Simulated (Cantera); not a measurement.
Cantera with NASA thermochemical tables; ideal gases at 1 bar, condensed phases pure. Values are per mole of reaction as written; species without (g) are pure solids or liquids, kept so even where they would boil at 1 bar.

### Question
Between 1648 and 2323 K, where is each reaction favourable under standard conditions?
- H2(g) + CuF2 ⇌ Cu + 2 HF(g)
- 2 H(g) + CuF2(g) ⇌ 2 HF(g) + Cu

### Answer
- H2(g) + CuF2 ⇌ Cu + 2 HF(g): ΔG° is -231 kJ at 1648 K and -285 kJ at 2323 K; it stays negative (K > 1). ΔH° is -112 kJ and ΔS° 74 J/K at 2323 K.
- 2 H(g) + CuF2(g) ⇌ 2 HF(g) + Cu: ΔG° is -512 kJ at 1648 K and -431 kJ at 2323 K; it stays negative (K > 1). ΔH° is -711 kJ and ΔS° -121 J/K at 2323 K.
